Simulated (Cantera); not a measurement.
**Carbothermic reduction: CuO + CO + N2**

Input: 1 mol CuO, a varied amount of CO, 14 mol N2, at 1002 °C and 750 Torr.

These are equilibrium values from Cantera (NASA tables, ideal gas, pure condensed phases), not measurements of a reactor. Candidate condensed phases: C, Cu, CuO, Cu2O; 27 gas species. Mutual solubility and eutectic melting of coexisting phases are not modelled. Rates play no part.

At 0.57 mol CO the condensed part is Cu(s) + Cu2O(s). From 1.9 mol CO to 9.9 mol CO the condensed part is Cu(s). The main Cu-bearing gas is Cu throughout.

```
n(CO) (mol)   x N2     x CO   x CO2      x NO     x O2     x Cu  n Cu(s)  n Cu2O(s)
-----------  -----  -------  ------  --------  -------  -------  -------  ---------
0.57         0.961  4.63e-6  0.0391   6.27e-7  6.03e-7  8.66e-8    0.140      0.430
1.9          0.881   0.0566  0.0629  7.89e-11   <1e-12  8.66e-8    1.000          0
3.2          0.814    0.128  0.0581  3.10e-11   <1e-12  8.66e-8    1.000          0
4.6          0.753    0.194  0.0538  1.82e-11   <1e-12  8.66e-8    1.000          0
5.9          0.704    0.246  0.0503  1.30e-11   <1e-12  8.66e-8    1.000          0
7.3          0.657    0.296  0.0469  9.74e-12   <1e-12  8.66e-8    1.000          0
8.6          0.619    0.336  0.0442  7.84e-12   <1e-12  8.66e-8    1.000          0
9.9          0.586    0.372  0.0418  6.51e-12   <1e-12  8.66e-8    1.000          0
```
x: gas mole fraction; n: condensed amount in mol.
